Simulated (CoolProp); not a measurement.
The fluoroketone C6F12O (FK-5-1-12) along the isotherm 226.85 °C: fugacity coefficient from the reference equation and from simpler models built on Tc = 168.7 °C, pc = 1869 kPa, ω = 0.471; each cubic takes its own stable root.

Values from CoolProp's reference Helmholtz-energy equation of state, McLinden 2015.

| p (kPa) | phase | reference | van der Waals | Redlich-Kwong | Soave-Redlich-Kwong |
|---|---|---|---|---|---|
| 14.8 | gas | 0.9983 | 0.9983 | 0.9981 | 0.9983 |
| 21.7 | gas | 0.9974 | 0.9975 | 0.9972 | 0.9976 |
| 31.8 | gas | 0.9963 | 0.9963 | 0.9960 | 0.9965 |
| 46.7 | gas | 0.9945 | 0.9945 | 0.9941 | 0.9948 |
| 68.6 | gas | 0.9919 | 0.9920 | 0.9913 | 0.9924 |
| 101 | gas | 0.9881 | 0.9882 | 0.9872 | 0.9888 |
| 148 | gas | 0.9827 | 0.9827 | 0.9813 | 0.9836 |
| 217 | gas | 0.9747 | 0.9747 | 0.9727 | 0.9760 |
| 318 | gas | 0.9631 | 0.9629 | 0.9601 | 0.9649 |
| 467 | gas | 0.9461 | 0.9456 | 0.9416 | 0.9487 |
| 686 | gas | 0.9216 | 0.9204 | 0.9149 | 0.9252 |
| 1010 | gas | 0.8862 | 0.8831 | 0.8760 | 0.8912 |
| 1480 | gas | 0.8362 | 0.8293 | 0.8208 | 0.8432 |
| 2170 | supercritical | 0.7656 | 0.7498 | 0.7425 | 0.7760 |
| 3180 | supercritical | 0.6693 | 0.6333 | 0.6351 | 0.6861 |
| 4670 | supercritical | 0.5563 | 0.5207 | 0.5208 | 0.5843 |
